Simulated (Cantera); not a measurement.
Standard-state values (1 bar) from the NASA 1993 polynomials, evaluated with Cantera. Values are per mole of reaction as written; species without (g) are pure solids or liquids, kept so even where they would boil at 1 bar.

Li + HCl(g) → H(g) + LiCl(g), with ΔH° = 114.6 kJ and ΔS° = 111.6 J/K at 300 K.

Q: How far is the shortcut ΔG° ≈ ΔH°(300 K) − T·ΔS°(300 K) from the full temperature-dependent value at 423, 473, 523, 573, 623, 673, 723, 773, 823, 873 K?

A: 
```csv
T (K),shortcut (kJ),full (kJ),difference (kJ),difference in log10 K,condensed phases
423,67.4,67.4,0.0,0.00,Li(s)
473,61.8,61.9,-0.1,0.02,Li(l)
523,56.2,56.7,-0.5,0.05,Li(l)
573,50.6,51.5,-0.9,0.08,Li(l)
623,45.1,46.3,-1.3,0.11,Li(l)
673,39.5,41.1,-1.7,0.13,Li(l)
723,33.9,36.0,-2.1,0.15,Li(l)
773,28.3,30.8,-2.5,0.17,Li(l)
823,22.7,25.6,-2.9,0.18,Li(l)
873,17.1,20.4,-3.3,0.20,Li(l)
```
The shortcut ignores heat capacities and the phase changes listed.
